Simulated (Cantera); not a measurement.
An adiabatic, constant-volume homogeneous reactor starts with 8.28 % CH4, 12.7 % O2, 79.0 % N2, at 1325 K and 4.93 atm.

Detailed kinetics in Cantera: GRI-Mech 3.0 (53 species, 325 reactions).

x: mole fraction; the columns are a selection and need not sum to one.

```csv
t (s),T (K),P (bar),x CH4,x O2,x C2H4,x NO,x CH2,x CO,x C2H2
2.00e-6,1325,5.00,0.0828,0.127,<1e-12,<1e-12,<1e-12,<1e-12,<1e-12
4.78e-6,1325,5.00,0.0828,0.127,<1e-12,<1e-12,<1e-12,<1e-12,<1e-12
1.14e-5,1325,5.00,0.0828,0.127,3.11e-12,<1e-12,<1e-12,8.14e-12,<1e-12
2.74e-5,1325,5.00,0.0828,0.127,5.81e-11,<1e-12,<1e-12,1.28e-10,<1e-12
6.54e-5,1325,5.00,0.0828,0.127,1.38e-9,<1e-12,<1e-12,2.51e-9,<1e-12
0.000156,1325,5.00,0.0828,0.127,…,<1e-12,2.58e-12,…,1.10e-12
0.000374,1325,5.00,0.0827,0.127,6.03e-7,<1e-12,8.93e-12,1.57e-6,7.06e-11
0.000894,1327,5.01,0.0825,0.127,…,<1e-12,1.84e-11,…,…
0.00214,1335,5.04,0.0811,0.126,4.28e-5,<1e-12,9.45e-11,0.000275,5.56e-8
0.00511,2714,10.7,1.35e-12,0.000458,<1e-12,0.00143,<1e-12,0.0476,<1e-12
0.0122,2713,10.7,1.35e-12,0.000455,<1e-12,0.00149,<1e-12,0.0476,<1e-12
0.0292,2713,10.7,1.35e-12,0.000455,<1e-12,0.00149,<1e-12,0.0476,<1e-12
0.0699,2713,10.7,1.35e-12,0.000455,<1e-12,0.00149,<1e-12,0.0476,<1e-12
0.167,2713,10.7,1.35e-12,0.000455,<1e-12,0.00149,<1e-12,0.0476,<1e-12
0.400,2713,10.7,1.35e-12,0.000455,<1e-12,0.00149,<1e-12,0.0476,<1e-12
```

Task: Complete the blanks.

Result: 
- 0.000156, x C2H4: 4.05e-8
- 0.000156, x CO: 6.78e-8
- 0.000894, x C2H4: 4.02e-6
- 0.000894, x CO: 1.99e-5
- 0.000894, x C2H2: 1.64e-9
